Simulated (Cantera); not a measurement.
# Reactions in the system Fe-H-S

Cantera with NASA thermochemical tables; ideal gases at 1 bar, condensed phases pure. Values are per mole of reaction as written; species without (g) are pure solids or liquids, kept so even where they would boil at 1 bar.

2 H2(g) + FeS2 → 2 H2S(g) + Fe

```json
[
 {"T (K)": "423", "ΔH° (kJ)": "127.1", "ΔS° (J/K)": "114.9", "ΔG° (kJ)": "78.5", "log10 K": "-9.69"},
 {"T (K)": "473", "ΔH° (kJ)": "125.7", "ΔS° (J/K)": "111.8", "ΔG° (kJ)": "72.8", "log10 K": "-8.04"},
 {"T (K)": "523", "ΔH° (kJ)": "124.4", "ΔS° (J/K)": "109.1", "ΔG° (kJ)": "67.3", "log10 K": "-6.72"},
 {"T (K)": "573", "ΔH° (kJ)": "123.1", "ΔS° (J/K)": "106.9", "ΔG° (kJ)": "61.9", "log10 K": "-5.64"},
 {"T (K)": "623", "ΔH° (kJ)": "122.0", "ΔS° (J/K)": "104.9", "ΔG° (kJ)": "56.6", "log10 K": "-4.75"},
 {"T (K)": "673", "ΔH° (kJ)": "120.9", "ΔS° (J/K)": "103.3", "ΔG° (kJ)": "51.4", "log10 K": "-3.99"},
 {"T (K)": "723", "ΔH° (kJ)": "119.9", "ΔS° (J/K)": "101.9", "ΔG° (kJ)": "46.3", "log10 K": "-3.34"}
]
```
